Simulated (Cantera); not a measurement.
Equilibrium for carbon deposition, reforming and gasification: toluene + NH3 + H2O

A closed system holds: 1 mol toluene, 0.21 mol NH3, 0.045 mol H2O, at 1 atm.

Cantera equilibrium calculation (NASA polynomials, part measured and part estimated; ideal gas, pure solids and liquids). Candidate condensed phases: C, C6H6, C7H8, C8H18, H2O; 136 gas species. Equilibrium is a limit: real reactors are often held back by kinetics, nucleation or transport.

From 900 °C to 2200 °C the condensed part is C(graphite). The main C-bearing gas is CH4 at 900 °C and C2H2 (acetylene) at 2200 °C.

```csv
T (°C),x H2,x N2,x H,x CH4,x CO,x C2H2 (acetylene),x HCN,x HNC,n C(graphite)
900,0.948,0.0237,1.14e-7,0.0177,0.00982,5.81e-8,8.22e-6,3.57e-8,6.88
1000,0.958,0.0235,6.93e-7,0.00873,0.00995,3.56e-7,2.39e-5,1.70e-7,6.92
1100,0.962,0.0234,3.24e-6,0.00472,0.00998,1.66e-6,5.95e-5,6.40e-7,6.93
1200,0.964,0.0233,1.23e-5,0.00276,0.00999,6.27e-6,0.000130,2.01e-6,6.94
1300,0.965,0.0232,3.97e-5,0.00173,0.00998,1.99e-5,0.000258,5.46e-6,6.95
1400,0.965,0.0231,0.000111,0.00115,0.00998,5.50e-5,0.000470,1.31e-5,6.95
1500,0.965,0.0229,0.000278,0.000796,0.00998,0.000135,0.000798,2.85e-5,6.95
1600,0.965,0.0226,0.000630,0.000575,0.00998,0.000301,0.00128,5.67e-5,6.94
1700,0.963,0.0223,0.00132,0.000429,0.00997,0.000617,0.00194,0.000105,6.94
1800,0.961,0.0218,0.00256,0.000330,0.00997,0.00118,0.00281,0.000182,6.93
1900,0.958,0.0211,0.00469,0.000259,0.00996,0.00211,0.00392,0.000297,6.92
2000,0.952,0.0203,0.00814,0.000207,0.00994,0.00359,0.00527,0.000463,6.90
2100,0.944,0.0194,0.0135,0.000168,0.00991,0.00581,0.00685,0.000687,6.87
2200,0.932,0.0182,0.0214,0.000138,0.00987,0.00898,0.00862,0.000978,6.83
```
x: gas mole fraction; n: condensed amount in mol.
